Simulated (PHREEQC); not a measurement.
A solution holds 13 mmol/kgw Cu(NO3)2, 5.8 mmol/kgw HCl and 0.075 mmol/kgw KCl, at 75 °C. Closed to the air; pH follows from the charge balance.

Equilibrium calculation in PHREEQC: ion-association model, phreeqc.dat.

Each row changes one thing in this solution. Precipitation was switched off in this run.

| case | pH | Cl- (mol/kgw) | SI of Sylvite (KCl) |
|---|---|---|---|
| as made | 2.31 | 0.00522 | -7.71 |
| Cu(NO3)2 left out | 2.27 | 0.00588 | -7.55 |
| temperature from 75 to 60 °C | 2.31 | 0.00547 | ? |
| 0.00065 mol/kgw CdBr2 added | 2.31 | 0.00511 | ? |
| HCl from 0.0058 to 0.00522 mol/kgw | 2.35 | 0.00470 | ? |

Q: Some entries are withheld; supply them.

A: 
- temperature from 75 to 60 °C, SI of Sylvite (KCl): -7.63
- 0.00065 mol/kgw CdBr2 added, SI of Sylvite (KCl): -7.72
- HCl from 0.0058 to 0.00522 mol/kgw, SI of Sylvite (KCl): -7.75

Constants without temperature data keep their 25 °C values here.
